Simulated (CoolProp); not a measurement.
Vapour-liquid equilibrium of R152A (1) + isobutene (2) at 332.1 K; x and y are mole fractions of (1).

Model: multi-fluid Helmholtz-energy mixture model, Outcalt 1996 and Lemmon 2005; pair parameters Bell 2016, in CoolProp.

```json
[
 {"x": "0.05", "bubble pressure, mixture model (MPa)": "0.8570", "bubble pressure, Raoult's law (MPa)": "0.7967", "y, mixture model": "0.134", "y, Raoult's law": "0.092"},
 {"x": "0.125", "bubble pressure, mixture model (MPa)": "0.9781", "bubble pressure, Raoult's law (MPa)": "0.8494", "y, mixture model": "0.275", "y, Raoult's law": "0.215"},
 {"x": "0.2", "bubble pressure, mixture model (MPa)": "1.078", "bubble pressure, Raoult's law (MPa)": "0.9021", "y, mixture model": "0.374", "y, Raoult's law": "0.325"},
 {"x": "0.275", "bubble pressure, mixture model (MPa)": "1.160", "bubble pressure, Raoult's law (MPa)": "0.9547", "y, mixture model": "0.451", "y, Raoult's law": "0.422"},
 {"x": "0.35", "bubble pressure, mixture model (MPa)": "1.229", "bubble pressure, Raoult's law (MPa)": "1.007", "y, mixture model": "0.514", "y, Raoult's law": "0.509"},
 {"x": "0.425", "bubble pressure, mixture model (MPa)": "1.288", "bubble pressure, Raoult's law (MPa)": "1.060", "y, mixture model": "0.569", "y, Raoult's law": "0.587"},
 {"x": "0.5", "bubble pressure, mixture model (MPa)": "1.337", "bubble pressure, Raoult's law (MPa)": "1.113", "y, mixture model": "0.619", "y, Raoult's law": "0.658"},
 {"x": "0.575", "bubble pressure, mixture model (MPa)": "1.379", "bubble pressure, Raoult's law (MPa)": "1.165", "y, mixture model": "0.668", "y, Raoult's law": "0.722"},
 {"x": "0.65", "bubble pressure, mixture model (MPa)": "1.414", "bubble pressure, Raoult's law (MPa)": "1.218", "y, mixture model": "0.716", "y, Raoult's law": "0.781"},
 {"x": "0.725", "bubble pressure, mixture model (MPa)": "1.442", "bubble pressure, Raoult's law (MPa)": "1.271", "y, mixture model": "0.766", "y, Raoult's law": "0.835"},
 {"x": "0.8", "bubble pressure, mixture model (MPa)": "1.461", "bubble pressure, Raoult's law (MPa)": "1.323", "y, mixture model": "0.820", "y, Raoult's law": "0.885"},
 {"x": "0.875", "bubble pressure, mixture model (MPa)": "1.472", "bubble pressure, Raoult's law (MPa)": "1.376", "y, mixture model": "0.880", "y, Raoult's law": "0.931"},
 {"x": "0.95", "bubble pressure, mixture model (MPa)": "1.472", "bubble pressure, Raoult's law (MPa)": "1.429", "y, mixture model": "0.948", "y, Raoult's law": "0.973"}
]
```

The largest gap from Raoult's law is +22.0 % in bubble pressure, at x = 0.35. y crosses x between x = 0.875 and 0.95: the model has an azeotrope there.

Pair parameters are fitted to limited data, so mixtures are less certain than the pure fluids.
